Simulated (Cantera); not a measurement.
Feed: 1 mol CH₂F₂, 0.11 mol F₂, held at 2248.15 K.

These are equilibrium values from Cantera (NASA tables, ideal gas, pure condensed phases), not measurements of a reactor. Candidate condensed phases: C, C₆H₆, C₇H₈, C₈H₁₈; 95 gas species. Gases not in the tables: C₂F₆ and larger saturated fluorocarbons. The numbers say what is thermodynamically allowed, not how fast it happens.

x: gas mole fraction; n: condensed amount in mol.

```tsv
P (Pa)	x HF	x F	x H	x CF₂	x CF₄	x CF	x CF₃	n C(graphite)
1	0.833	0.129	0.0352	0.000134	3.76e-11	(withheld)	3.47e-9	0.990
10	0.892	0.101	0.00483	0.000811	1.39e-8	(withheld)	1.64e-7	0.995
100	0.905	0.0869	0.000568	0.00605	7.71e-6	(withheld)	1.06e-5	0.984
1000	0.924	0.0523	9.62e-5	0.0220	0.00102	(withheld)	0.000231	0.948
10000	0.950	0.0166	3.12e-5	0.0221	0.0103	(withheld)	0.000740	0.930
100000	0.966	0.00350	1.50e-5	0.00980	0.0202	(withheld)	0.000691	0.936
```

### Question
What belongs in the gaps?

### Answer

- 1, x CF: 0.00177
- 10, x CF: 0.00138
- 100, x CF: 0.00119
- 1000, x CF: 0.000718
- 10000, x CF: 0.000228
- 100000, x CF: 4.80e-5
